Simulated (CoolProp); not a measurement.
A simple Rankine cycle with chlorine: condensing at 300.15 K, boiler at 2.28 MPa, turbine inlet 384.4 K, turbine efficiency 0.65, pump efficiency 0.7, no recuperator. Each further row changes one setting.

Model: reference Helmholtz-energy equation of state, Thol 2021, in CoolProp.

```csv
case,thermal efficiency (%),net work (kJ/kg),heat in (kJ/kg),turbine exit temperature (K),volume ratio over the turbine
as stated,7.8,21.6,278,?,2.43
turbine inlet 404.4 K,8.1,23.4,291,336.8,2.43
condensing temperature 292.15 K,9.0,?,286,?,2.94
boiler pressure 1.6 MPa,?,15.7,286,?,1.78
turbine efficiency 0.55,6.5,18.0,278,?,2.50
```

Question: Fill in the missing entries.

Answer: 
- as stated, turbine exit temperature (K): 317.6
- condensing temperature 292.15 K, net work (kJ/kg): 25.8
- condensing temperature 292.15 K, turbine exit temperature (K): 305.5
- boiler pressure 1.6 MPa, thermal efficiency (%): 5.5
- boiler pressure 1.6 MPa, turbine exit temperature (K): 341.3
- turbine efficiency 0.55, turbine exit temperature (K): 323.8
